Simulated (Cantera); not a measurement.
Input: 1 mol SiC, 0.12 mol CO₂, 11 mol H₂, held at 2048 K and 5.00 mbar.

Method: chemical equilibrium by Gibbs-energy minimisation in Cantera with the NASA 1993 tables (ideal gas, pure condensed phases). Gases not in the tables: Si₂H₆ and higher silanes. Equilibrium is a limit: real reactors are often held back by kinetics, nucleation or transport.

| species | before | after |
|---|---|---|
| H₂ | 0.944 | 0.966 |
| CO | 0.0178 | 0.0163 |
| H | 0.0308 | 0.0119 |
| Si | 0.00403 | 0.000776 |
| SiO | 0.00310 | 0.00487 |
| SiC₂ | 1.24e-5 | 1.39e-6 |
| Si₂C | 0.000135 | 2.59e-5 |
| Si₂ | 1.25e-5 | 3.15e-6 |
| SiH | 0.000168 | 8.55e-5 |
| C₂H₂ (acetylene) | 5.91e-5 | 3.53e-5 |
| SiH₂ | 3.49e-5 | 4.68e-5 |
| SiC(s), mol | 0.912 | 0.934 |
Gas species are given as mole fractions.

**Question.** Name the change that produced these shifts.
A. CO₂ from 0.12 to 0.21 mol
B. CO₂ from 0.12 to 0.71 mol
C. temperature from 2048 K to 1023 K
D. pressure from 5.00 mbar to 34.0 mbar

**Answer.** D, pressure from 5.00 mbar to 34.0 mbar
